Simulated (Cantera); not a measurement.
## Gas-phase reforming

An isothermal, constant-pressure homogeneous reactor starts with CH4 : H2O : H2 = 1 : 0.6 : 0.13 (molar parts), at 1850 K and 20300 Torr.

Cantera simulation using GRI-Mech 3.0 (53 species, 325 reactions); the numbers are that mechanism's predictions, not measurements. GRI-Mech 3.0 stops at C3 and has no aromatics, soot or wall deposition, so with more carbon than oxygen in the feed, carbon stays in small species such as C2H2 where larger ones or solid carbon would form. The pressure lies above the range GRI-Mech 3.0 was tuned for (to about 10 atm).

| t (s) | x CH4 | x H2O | x H2 | x CH2O | x C2H | x HCO |
|---|---|---|---|---|---|---|
| 1.00e-6 | 0.575 | 0.347 | 0.0764 | 9.78e-7 | <1e-12 | 4.20e-10 |
| 5.37e-6 | 0.562 | 0.346 | 0.0843 | 1.40e-5 | 1.87e-10 | 8.48e-9 |
| 2.89e-5 | 0.490 | 0.333 | 0.142 | 3.24e-5 | 1.57e-8 | 2.44e-8 |
| 0.000155 | 0.304 | 0.289 | 0.315 | 1.34e-5 | 1.11e-7 | 1.31e-8 |
| 0.000833 | 0.147 | 0.243 | 0.466 | 4.94e-6 | 1.75e-7 | 1.57e-8 |
| 0.00447 | 0.126 | 0.188 | 0.523 | 3.13e-6 | 1.42e-7 | 5.20e-8 |
| 0.0240 | 0.115 | 0.0894 | 0.606 | 1.79e-6 | 7.09e-8 | 1.39e-7 |
| 0.129 | 0.0913 | 0.0156 | 0.679 | 1.50e-6 | 3.07e-8 | 2.19e-7 |
| 0.693 | 0.0840 | 0.000125 | 0.696 | 1.52e-6 | 2.39e-8 | 2.38e-7 |
| 3.72 | 0.0840 | 8.00e-5 | 0.696 | 1.52e-6 | 2.39e-8 | 2.38e-7 |
| 20.0 | 0.0840 | 8.00e-5 | 0.696 | 1.52e-6 | 2.39e-8 | 2.38e-7 |
x: mole fraction; the columns are a selection and need not sum to one.

Equilibrium at this temperature and pressure: CH4 0.0840, H2O 8.26e-5, H2 0.696, CH2O 1.52e-6, C2H 2.39e-8, HCO 2.38e-7 (gas phase only).
